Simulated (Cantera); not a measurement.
Feed: 1 mol AlCl3, 8.3 mol N2, 82 mol H2, equilibrated at 1798 K and 40.0 Pa.

Equilibrium computed with Cantera from the NASA thermochemical tables; the gas is ideal and each condensed phase is pure. Candidate condensed phases: Al, AlCl3, AlN, NH4Cl; 20 gas species. The tables' values for AlCl2 are old estimates; treat these amounts as uncertain. Kinetics and transport are ignored.

Base state: H2 0.862, N2 0.0892, HCl 0.0212, H 0.0163, AlCl 0.0106, Cl 0.000308, Al 9.96e-5, AlCl2 4.99e-5 (mole fractions); condensed: gas only.

Question: What changes in the equilibrium state with this change: pressure from 40.0 Pa to 86.0 mbar?

Answer: 
```
species    before     after
-------  --------  --------
H2          0.862     0.877
N2         0.0892    0.0899
HCl        0.0212    0.0207
H          0.0163   0.00112
AlCl       0.0106    0.0100
AlCl3     7.25e-7  0.000138
Cl       0.000308   2.03e-5
Al        9.96e-5   6.65e-6
```

Question: What changes in the equilibrium state with this change: H2 from 82 to 1.3 mol?

Answer: 
| species | before | after |
|---|---|---|
| N2 | 0.0892 | 0.718 |
| HCl | 0.0212 | 0.143 |
| AlCl | 0.0106 | 0.0711 |
| H2 | 0.862 | 0.0392 |
| AlCl2 | 4.99e-5 | 0.0106 |
| H | 0.0163 | 0.00349 |
| AlCl3 | 7.25e-7 | 0.00485 |
| Cl | 0.000308 | 0.00974 |
| Al | 9.96e-5 | 2.12e-5 |
